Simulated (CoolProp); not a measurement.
Vapour-liquid equilibrium of dimethyl carbonate (1) + n-nonane (2) at 0.253 MPa; x and y are mole fractions of (1).

Model: multi-fluid Helmholtz-energy mixture model, Zhou 2011 and Lemmon 2006; pair parameters Bell 2016, in CoolProp.

Task: Give the bubble temperature and the first vapour's composition at x = 0.2, 0.425, 0.8. Is there an azeotrope?

Result: x = 0.2: 420.9 K, y = 0.676; x = 0.425: 405.1 K, y = 0.826; x = 0.8: 397.5 K, y = 0.909. No azeotrope shows between x = 0.05 and 0.95.

Pair parameters are fitted to limited data, so mixtures are less certain than the pure fluids.
